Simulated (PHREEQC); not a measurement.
Make-up at 25 °C: 0.044 mol/kgw NH4HF2, 0.0014 mol/kgw (NH4)2SiF6 and 0.059 mol/kgw H3PO4. Closed to the air; pH follows from the charge balance.

Model: ion-association model, phreeqc.dat, run in PHREEQC.

```json
[
 {"quantity": "pH", "before": "2.27", "after": "3.24"},
 {"quantity": "ionic strength (mol/kgw)", "before": "0.0544", "after": "0.00107"},
 {"quantity": "HF (mol/kgw)", "before": "0.0708", "after": "0.000439"},
 {"quantity": "H2PO4- (mol/kgw)", "before": "0.0360", "after": "0.000545"},
 {"quantity": "H3PO4 (mol/kgw)", "before": "0.0230", "after": "4.49e-5"},
 {"quantity": "F- (mol/kgw)", "before": "0.0112", "after": "0.000523"}
]
```

Q: Which change was made?
A) diluted 100-fold with water
B) diluted 2-fold with water
C) temperature from 25 to 5 °C
D) (NH4)2SiF6 left out
E) NH4HF2 left out

A: A, diluted 100-fold with water

Precipitation was switched off in this run. SiF6-2 is the database's only silicon fluoride.
